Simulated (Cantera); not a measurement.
An isothermal, constant-pressure homogeneous reactor starts with CH4 : H2 = 1 : 73 (molar parts), at 2023 K and 20.0 Torr. Integrator tolerance rtol = 1e-08.

Model: GRI-Mech 3.0 (53 species, 325 reactions), integrated in Cantera. GRI-Mech 3.0 stops at C3 and has no aromatics, soot or wall deposition, so with more carbon than oxygen in the feed, carbon stays in small species such as C2H2 where larger ones or solid carbon would form. Radical loss at walls, strong at low pressure, is not modelled.

Task: What does this change do: pressure from 20.0 Torr to 10.00 Torr?

Result: 
```csv
quantity,before,after
x(CH4) at 1.00 s,7.44e-5 (gas-phase equilibrium 2.80e-5),9.03e-5 (gas-phase equilibrium 1.39e-5)
x(H2) at 1.00 s,0.982 (gas-phase equilibrium 0.982),0.979 (gas-phase equilibrium 0.977)
x(H) at 1.00 s,0.0115 (gas-phase equilibrium 0.0116),0.0147 (gas-phase equilibrium 0.0164)
x(C2H6) at 1.00 s,7.17e-11 (gas-phase equilibrium 1.23e-11),9.83e-11 (gas-phase equilibrium 3.03e-12)
x(CH3) at 1.00 s,1.71e-5 (gas-phase equilibrium 6.51e-6),2.67e-5 (gas-phase equilibrium 4.58e-6)
```
